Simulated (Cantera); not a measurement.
An isothermal, constant-pressure homogeneous reactor starts with NH3 : N2 = 1 : 0.1 (molar parts), at 1925 K and 698 Torr.

Computed with Cantera and the gas-phase N/H chemistry of the illustrative SiF4/NH3 mechanism in the Surface Chemkin manual (1991). Walls and surfaces, which speed up NH3 decomposition in real reactors, are not modelled.

x: mole fraction; the columns are a selection and need not sum to one.

```tsv
t (s)	x NH3	x H	x N2H2	x N2H4	x NH	x N
0.000200	0.907	1.00e-6	(withheld)	6.15e-7	4.27e-6	6.60e-9
0.000522	0.902	2.38e-6	5.42e-6	6.75e-7	4.84e-6	1.65e-8
0.00136	0.890	5.74e-6	5.27e-6	6.38e-7	5.27e-6	4.02e-8
0.00356	0.859	1.39e-5	4.92e-6	5.69e-7	6.01e-6	9.34e-8
0.00928	0.786	3.33e-5	(withheld)	4.65e-7	6.83e-6	1.79e-7
0.0242	0.634	7.70e-5	(withheld)	3.28e-7	7.17e-6	2.66e-7
0.0632	0.393	0.000166	(withheld)	1.68e-7	6.55e-6	3.24e-7
0.165	0.152	0.000327	(withheld)	4.49e-8	4.77e-6	3.38e-7
0.431	0.0292	0.000585	(withheld)	3.95e-9	2.23e-6	2.50e-7
1.12	0.00422	0.000800	(withheld)	1.46e-10	5.75e-7	8.65e-8
2.94	0.00102	0.000838	1.30e-10	9.35e-12	1.52e-7	2.39e-8
7.66	0.000334	0.000842	1.44e-11	1.01e-12	5.01e-8	7.92e-9
20.0	0.000121	0.000843	2.19e-12	<1e-12	1.82e-8	2.87e-9
```

Q: Some entries are withheld; supply them.

A: 
- 0.000200, x N2H2: 4.83e-6
- 0.00928, x N2H2: 4.18e-6
- 0.0242, x N2H2: 2.92e-6
- 0.0632, x N2H2: 1.44e-6
- 0.165, x N2H2: 4.07e-7
- 0.431, x N2H2: 4.46e-8
- 1.12, x N2H2: 1.98e-9
